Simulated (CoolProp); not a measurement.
CF4 (R14) along the isotherm 125 K: density (kg/m³) from the reference equation and from simpler models built on Tc = 227.4 K, pc = 3762 kPa, ω = 0.178; each cubic takes its own stable root.

Values from CoolProp's reference Helmholtz-energy equation of state, Platzer 1990. This equation is an older, rougher fit; its heat capacities, sound speeds and derivatives of the liquid may be far off and weren't checked against measurements.

```csv
p (kPa),phase,reference
188,liquid,1707
376,liquid,1707
564,liquid,1708
752,liquid,1708
941,liquid,1709
1130,liquid,1709
1320,liquid,1710
1500,liquid,1710
1690,liquid,1711
1880,liquid,1711
```

Task: How far does each simpler model (Redlich-Kwong, Soave-Redlich-Kwong) lie from the reference over these 10 states: mean and median of the absolute difference, and the worst?

Result: 
- Redlich-Kwong: mean 3.2 %, median 3.2 %, worst -3.3 % at 125 K and 188 kPa
- Soave-Redlich-Kwong: mean 1.9 %, median 1.9 %, worst -1.9 % at 125 K and 188 kPa
